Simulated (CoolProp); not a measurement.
Values from CoolProp's reference Helmholtz-energy equation of state, Colonna 2008. It is a short technical equation, of lower accuracy than the large ones.

### Question
For dodecamethylcyclohexasiloxane (D6), give the phase and the cp (kJ/(kg K)), speed of sound (m/s) at 346.85 °C and 28.8 bar; 346.85 °C and 35.3 bar; 346.85 °C and 38.5 bar.

### Answer
- 346.85 °C and 28.8 bar: liquid; cp 2.20, speed of sound 220
- 346.85 °C and 35.3 bar: liquid; cp 2.19, speed of sound 238
- 346.85 °C and 38.5 bar: liquid; cp 2.18, speed of sound 246
